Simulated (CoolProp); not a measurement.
The numbers come from the reference Helmholtz-energy equation of state, Lemmon 2006 in CoolProp. It is a short technical equation, of lower accuracy than the large ones.

Q: Give the vapour pressure (MPa), vapour density (kg/m³), enthalpy of vaporisation (kJ/kg), liquid cp (kJ/(kg K)) of saturated carbon monoxide at 89.8, 99.1, 110.8 K.

A: 
| T (K) | p (MPa) | vapour density (kg/m³) | enthalpy of vaporisation (kJ/kg) | liquid cp (kJ/(kg K)) |
|---|---|---|---|---|
| 89.8 | 0.234 | 9.49 | 203 | 2.19 |
| 99.1 | 0.509 | 19.9 | 186 | 2.29 |
| 110.8 | 1.12 | 43.9 | 159 | 2.59 |
